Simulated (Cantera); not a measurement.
A closed system holds: 1 mol PbS, 84 mol H₂, 11 mol N₂, at 1.00 bar.

Method: chemical equilibrium by Gibbs-energy minimisation in Cantera with the NASA 1993 tables (ideal gas, pure condensed phases). Candidate condensed phases: Pb, PbS, S; 18 gas species. The numbers say what is thermodynamically allowed, not how fast it happens. All values below are at 1973 K.

Base state: H₂ 0.866, N₂ 0.114, Pb 0.00833, H₂S 0.00715, PbS 0.00208, H 0.00126, SH 0.000812, S₂ 0.000168 (mole fractions); condensed: gas only.

Question: What changes in the equilibrium state with this change: H₂ from 84 to 7.3 mol?

Answer: 
```tsv
species	before	after
N₂	0.114	0.567
H₂	0.866	0.361
PbS	0.00208	0.0277
Pb	0.00833	0.0238
H₂S	0.00715	0.0139
S₂	0.000168	0.00367
S	3.45e-5	0.000161
```
